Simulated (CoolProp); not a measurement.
CH2F2 (R32) at 335.5 K and 1.8 MPa flows at 9.2 m/s in a round tube of 2 mm bore and 1.5 µm roughness, fully developed (64/Re and Nu = 3.66 if laminar; Colebrook and Gnielinski if turbulent). Each further row changes one setting.

Computed with CoolProp (reference Helmholtz-energy equation of state, Tillner-Roth 1997).

```csv
case,Reynolds number,Darcy friction factor,pressure drop (Pa/m),heat-transfer coefficient (W/(m² K)),mass flow (kg/h)
as stated,48000,0.0235,19800,1290,4.14
velocity 18.4 m/s,96100,0.0214,72100,2380,8.28
diameter 4 mm,96100,0.0199,8390,1110,16.6
```

Viscosity comes from a separate model (Bell 2016), an estimate that may be off by 10 % or more. Thermal conductivity comes from a separate model (Huber 2003), an estimate that may be off by 10 % or more.
